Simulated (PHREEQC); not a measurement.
A solution holds 0.01 mol NaHSO4, 0.0036 mol K2SO4 and 0.19 mol KH2PO4 per kg of water, at 5 °C. Closed to the air; pH follows from the charge balance.

The numbers come from PHREEQC with the ion-association model, phreeqc.dat.

This is a speciation only: nothing precipitates in the calculation.

Task: What pH, ionic strength does the model give?

Result: pH 3.21; ionic strength 0.216 mol/kgw.

Task: In which forms is Na present?

Result: Na+ 99 %, NaSO4- 1.3 % of the Na.

Complexes and solids missing from the database can't appear. Constants without temperature data keep their 25 °C values here.
